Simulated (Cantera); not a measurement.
A closed system holds: 1 mol BaF2, 3.2 mol N2, at 40.0 Pa.

Cantera equilibrium calculation (NASA polynomials, part measured and part estimated; ideal gas, pure solids and liquids). Candidate condensed phases: Ba, BaF2; 10 gas species. Equilibrium is a limit: real reactors are often held back by kinetics, nucleation or transport.

Problem. Which condensed phases are stable at each of these points (T (°C)): 375, 475, 575, 675, 775, 875, 975, 1075, 1175, 1275, 1375, 1475, 1575, 1675?

Solution. 
| T (°C) | condensed phases | Ba condensed (%) |
|---|---|---|
| 375 | BaF2(s) | 100.0 |
| 475 | BaF2(s) | 100.0 |
| 575 | BaF2(s) | 100.0 |
| 675 | BaF2(s) | 100.0 |
| 775 | BaF2(s) | 100.0 |
| 875 | BaF2(s) | 100.0 |
| 975 | BaF2(s) | 99.9 |
| 1075 | BaF2(s) | 99.0 |
| 1175 | BaF2(s) | 90.8 |
| 1275 | BaF2(s) | 26.7 |
| 1375 | gas only | 0.0 |
| 1475 | gas only | 0.0 |
| 1575 | gas only | 0.0 |
| 1675 | gas only | 0.0 |

From 375 °C to 1275 °C the condensed part is BaF2(s). From 1375 °C to 1675 °C nothing is condensed.
